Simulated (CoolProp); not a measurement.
Vapour pressure (bar) of R245ca: the reference equation beside estimates from Tc = 174.4 °C, pc = 39.41 bar, ω = 0.355. Clausius-Clapeyron is anchored at 45.25 °C with a constant enthalpy of vaporisation of 25.80 kJ/mol.

The numbers come from the reference Helmholtz-energy equation of state, Zhou 2016 in CoolProp.

```
T (°C)  reference  Lee-Kesler  Clausius-Clapeyron  van der Waals  Redlich-Kwong  Soave-Redlich-Kwong  Peng-Robinson
------  ---------  ----------  ------------------  -------------  -------------  -------------------  -------------
34.95       1.452       1.450               1.493          7.249          2.987                1.450          1.451
45.25       2.068       2.070               2.068          8.574          3.943                2.069          2.062
55.55       2.869       2.878               2.807          10.05          5.101                2.877          2.857
65.85       3.888       3.906               3.739          11.67          6.482                3.910          3.873
76.15       5.163       5.191               4.898          13.46          8.105                5.206          5.146
86.45       6.730       6.770               6.317          15.41          9.992                6.805          6.719
96.65       8.611       8.662               8.015          17.51          12.14                8.730          8.613
106.95      10.89       10.95               10.06          19.80          14.61                11.06          10.91
117.25      13.59       13.66               12.48          22.28          17.39                13.83          13.65
127.55      16.77       16.85               15.31          24.93          20.51                17.08          16.88
137.85      20.49       20.57               18.59          27.77          23.99                20.87          20.65
148.15      24.81       24.91               22.36          30.80          27.83                25.24          25.03
```

Absolute difference from the reference over all 12 rows, mean and median: Lee-Kesler 0.4 and 0.5 %, Clausius-Clapeyron 5.9 and 6.5 %, van der Waals 151.0 and 116.2 %, Redlich-Kwong 50.1 and 44.7 %, Soave-Redlich-Kwong 1.1 and 1.2 %, Peng-Robinson 0.4 and 0.4 %.
